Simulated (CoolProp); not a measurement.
Vapour-liquid equilibrium of R143a (1) + R152A (2) at 1.34 MPa; x and y are mole fractions of (1).

Model: multi-fluid Helmholtz-energy mixture model, Lemmon and Jacobsen 2000 and Outcalt 1996; pair parameters Bell 2016, in CoolProp.

Question: Give the bubble temperature and the first vapour's composition at x = 0.05, 0.75, 0.95. Is there an azeotrope?

Answer: x = 0.05: 53.0 °C, y = 0.086; x = 0.75: 32.3 °C, y = 0.824; x = 0.95: 28.3 °C, y = 0.966. No azeotrope shows between x = 0.05 and 0.95.

Pair parameters are fitted to limited data, so mixtures are less certain than the pure fluids.
